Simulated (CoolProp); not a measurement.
A Linde-Hampson liquefier for carbon monoxide: isothermal reversible compression at 230 K from 1 atm to 10 MPa, throttling to 1 atm, return gas leaving the recuperator 2 K below the feed. Each further row changes one setting.

The numbers come from the reference Helmholtz-energy equation of state, Lemmon 2006 in CoolProp. It is a short technical equation, of lower accuracy than the large ones.

```json
[
 {"case": "as stated", "liquid yield per pass": "0.105", "compression work (kJ/kg of gas)": "305"},
 {"case": "high pressure 20 MPa", "liquid yield per pass": "0.175", "compression work (kJ/kg of gas)": "348"},
 {"case": "warm-end temperature 260 K", "liquid yield per pass": "0.072", "compression work (kJ/kg of gas)": "349"},
 {"case": "warm-end gap 7 K", "liquid yield per pass": "0.092", "compression work (kJ/kg of gas)": "305"}
]
```
